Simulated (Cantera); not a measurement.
# Thermodynamics of hydrogen reduction and annealing atmospheres, feed V2O3 + H2 + N2

A closed system holds: 1 mol V2O3, a varied amount of H2, 31 mol N2, held at 18.0 Pa.

Method: chemical equilibrium by Gibbs-energy minimisation in Cantera with the NASA 1993 tables (ideal gas, pure condensed phases). Candidate condensed phases: H2O, V, VN, VO, V2O3, V2O4, V2O5; 28 gas species. Mutual solubility and eutectic melting of coexisting phases are not modelled. VN, VO: taken at fixed stoichiometry. Condensed phases not in the tables: the oxides between V2O3 and V2O5 other than VO2, solid solutions among these carbides, nitrides and lower oxides, V2N. Kinetics and transport are ignored.

Stable condensed phases:

```
T in °C \ n(H2) in mol
           26   46   79  140  240  410  710 1200 2100
   1927     A    A    A    A    A    A    A    A    A
   1827     A    A    A    A    A    A    A    A    A
   1727     B    B    A    A    A    A    A    A    A
   1627     B    B    B    B    B    B    A    A    A
   1527     C    C    B    B    B    B    B    B    B
   1427     C    C    C    B    B    B    B    B    B
   1327     C    C    C    C    B    B    B    B    B
   1227     C    C    C    C    C    B    B    B    B
   1127     C    C    C    C    C    C    B    B    B
   1027     C    C    C    C    C    C    C    B    B
    927     C    C    C    C    C    C    C    C    C
    827     D    D    D    D    D    D    C    C    C
    727     D    D    D    D    D    D    D    D    D
```

A: gas only; B: VO; C: VO + V2O3; D: VN + V2O3.
